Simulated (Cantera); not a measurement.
A Cantera script and what it prints.

```python
import numpy as np
import cantera as ct

gas_names = """
    H HO2 H2 H2O H2O2 O OH O2 O3 Pb PbO Pb2
""".split()
cond_names = """
    H2O(s) H2O(L) Pb(cr) Pb(L) PbO(rd) PbO(yw) PbO(L) PbO2(s) Pb3O4(s)
""".split()


# ... load() reads the species with a 1 bar reference pressure and builds the phases ...
atoms = {
    'PbO': {'Pb': 1, 'O': 1},
    'H2': {'H': 2},
}
top_T = {'Pb3O4(s)': 820}  # K; cautious upper limits of use, not melting points


# ... equilibrate(T, P, feed) seeds the gas with the atoms and calls Mixture.equilibrate('TP', solver="vcs", rtol=1e-11, max_steps=5000) ...
results = []
feed = {'PbO': 1, 'H2': 0.27}  # mol
T = 1075  # K
P = 101325  # Pa
mix = equilibrate(T, P, feed)
results.append((T, P, feed, dict(zip(mix.species_names, mix.species_moles))))
print(gas.report(threshold=1e-06))
for i in range(1, mix.n_phases):
    print(f"{mix.phase(i).name:16s} {mix.phase_moles(i):12.5e} mol")
```

Output:

```
       temperature   1075 K
          pressure   1.0132e+05 Pa
           density   0.20436 kg/m^3
  mean mol. weight   18.027 kg/kmol
   phase of matter   gas

                          1 kg             1 kmol
                     ---------------   ---------------
          enthalpy       -1.1794e+07       -2.1261e+08  J
   internal energy        -1.229e+07       -2.2155e+08  J
           entropy             13073        2.3566e+05  J/K
    Gibbs function       -2.5847e+07       -4.6594e+08  J
 heat capacity c_p            2347.7             42322  J/K
 heat capacity c_v            1886.5             34008  J/K

                      mass frac. Y      mole frac. X     chem. pot. / RT
                     ---------------   ---------------   ---------------
                H2        2.1291e-05        0.00019038           -26.242
               H2O           0.99908           0.99973           -52.138
                Pb        0.00086145        7.4947e-05           -10.139
               PbO        3.7647e-05        3.0406e-06           -36.035
     [   +8 minor]        1.9155e-08        4.8841e-09

Pb(L)             2.69928e-01 mol
PbO(yw)           7.30051e-01 mol
PbO2(s)           0.00000e+00 mol
```

Equilibrium computed with Cantera from the NASA thermochemical tables; the gas is ideal and each condensed phase is pure. Mutual solubility and eutectic melting of coexisting phases are not modelled.
